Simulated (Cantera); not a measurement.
Cantera run, input and output.

```python
import numpy as np
import cantera as ct

gas = ct.Solution("gri30.yaml")
gas.TPX = 825, 13332, {'H2': 1.9, 'O2': 1, 'N2': 11}
reactor = ct.IdealGasConstPressureReactor(gas, energy="off", clone=False)
net = ct.ReactorNet([reactor])
net.rtol, net.atol = 1e-08, 1e-18
show = ['H2', 'O2', 'NO', 'H', 'H2O2']
times = np.geomspace(9e-06, 8, 11)

steps = ct.SolutionArray(gas, extra=["t"])
rows = []
print(f"{'t/s':>10s}{'T/K':>9s}{'P/Pa':>11s}" + "".join(f"{s:>11s}" for s in show))
for t in times:
    while net.time < t:
        t_next = net.step()
        steps.append(gas.state, t=t_next)
    rows.append([np.interp(t, steps.t, y) for y in (steps.T, steps.P, *steps(*show).X.T)])
    print(f"{t:10.3e}{rows[-1][0]:9.1f}{rows[-1][1]:11.4g}" + "".join(f"{x:11.3e}" for x in rows[-1][2:]))
rate = np.gradient(steps.T, steps.t)
print("integrator steps:", len(steps.t))
if steps.T.max() > steps.T[0] + 200:
    print(f"time of steepest temperature rise: {steps.t[rate.argmax()]:.4e} s")
gas.TPX = 825, 13332, {'H2': 1.9, 'O2': 1, 'N2': 11}
gas.equilibrate("TP")
print(f"equilibrium (TP): T = {gas.T:.1f} K  " + "  ".join(f"{s} {gas[s].X[0]:.3e}" for s in show))
```

It prints:

```
       t/s      T/K       P/Pa         H2         O2         NO          H       H2O2
 9.000e-06    825.0  1.333e+04  1.367e-01  7.194e-02  8.492e-34  2.531e-14  1.288e-19
 3.541e-05    825.0  1.333e+04  1.367e-01  7.194e-02  4.958e-32  9.766e-14  1.971e-18
 1.393e-04    825.0  1.333e+04  1.367e-01  7.194e-02  3.435e-30  3.771e-13  3.216e-17
 5.481e-04    825.0  1.333e+04  1.367e-01  7.194e-02  2.378e-28  1.640e-12  6.081e-16
 2.157e-03    825.0  1.333e+04  1.367e-01  7.194e-02  3.446e-26  1.149e-11  1.880e-14
 8.485e-03    825.0  1.333e+04  1.367e-01  7.194e-02  3.078e-22  8.679e-10  3.806e-12
 3.338e-02    825.0  1.333e+04  3.822e-02  2.333e-02  6.974e-08  2.159e-03  1.003e-07
 1.314e-01    825.0  1.333e+04  8.548e-03  8.121e-03  8.164e-08  3.038e-05  8.804e-08
 5.168e-01    825.0  1.333e+04  6.499e-03  7.096e-03  7.401e-08  5.052e-07  1.049e-06
 2.033e+00    825.0  1.333e+04  6.455e-03  7.073e-03  3.276e-08  2.272e-08  3.336e-06
 8.000e+00    825.0  1.333e+04  6.219e-03  6.953e-03  5.110e-08  7.673e-08  7.597e-06
integrator steps: 1670
equilibrium (TP): T = 825.0 K  H2 1.037e-12  O2 3.861e-03  NO 4.302e-07  H 2.227e-17  H2O2 6.253e-13
```

Model: GRI-Mech 3.0 (53 species, 325 reactions), integrated in Cantera. Radical loss at walls, strong at low pressure, is not modelled. Below about 950 K walls govern HO2 and H2O2 in real vessels. The temperature is held fixed by assumption; the heat of reaction is taken as removed at once.
